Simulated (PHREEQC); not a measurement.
Make-up at 25 °C: 0.0048 mol/kgw H2SO4, 0.00081 mol/kgw LiCl and 0.2 mol/kgw MgSO4. Closed to the air; pH follows from the charge balance.

Equilibrium calculation in PHREEQC: ion-association model, wateq4f.dat.

* **pH**: 2.63
* **ionic strength**: 0.345 mol/kgw
* **total alkalinity**: -9.60 meq/kg

| species | molality | activity | log γ |
|---|---|---|---|
| MgSO4 | 0.114 | 0.124 | 0.035 |
| Mg+2 | 0.0859 | 0.0264 | -0.512 |
| SO4-2 | 0.0840 | 0.0200 | -0.624 |
| HSO4- | 0.00658 | 0.00455 | -0.160 |
| H+ | 0.00301 | 0.00234 | -0.109 |
| Cl- | 0.000810 | 0.000543 | -0.174 |
| Li+ | 0.000743 | 0.000540 | -0.139 |
| LiSO4- | 6.69e-5 | 4.71e-5 | -0.153 |

Precipitation was switched off in this run. Complexes and solids missing from the database can't appear.
